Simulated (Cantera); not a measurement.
Mixture: CH₄ : CO : O₂ : N₂ = 1 : 0.043 : 1.84 : 6.91 (molar parts), equivalence ratio 1.1, at 59000 Pa, adiabatic and at constant pressure. Ignition delay is the time to a rise of 400 K.

Detailed kinetics in Cantera: GRI-Mech 3.0 (53 species, 325 reactions).

**Question.** What does this change do: 0.39 parts H2 added?

**Answer.** 
```
quantity                                                before       after
--------------------------------------------------  ----------  ----------
delay at 1125 K                                        0.246 s     12.3 ms
delay at 1225 K                                        53.4 ms     4.56 ms
delay at 1325 K                                        13.6 ms     1.85 ms
delay at 1425 K                                        4.04 ms    0.840 ms
delay at 1525 K                                        1.43 ms    0.428 ms
apparent activation energy between 1475 and 1575 K  180 kJ/mol  120 kJ/mol
```

**Question.** What does this change do: pressure from 59000 Pa to 1500000 Pa?

**Answer.** 
```json
[
 {"quantity": "delay at 1125 K", "before": "0.246 s", "after": "9.02 ms"},
 {"quantity": "delay at 1225 K", "before": "53.4 ms", "after": "2.49 ms"},
 {"quantity": "delay at 1325 K", "before": "13.6 ms", "after": "0.798 ms"},
 {"quantity": "delay at 1425 K", "before": "4.04 ms", "after": "0.284 ms"},
 {"quantity": "delay at 1525 K", "before": "1.43 ms", "after": "0.110 ms"},
 {"quantity": "apparent activation energy between 1475 and 1575 K", "before": "180 kJ/mol", "after": "180 kJ/mol"}
]
```
The pressure lies above the range GRI-Mech 3.0 was tuned for (to about 10 atm).
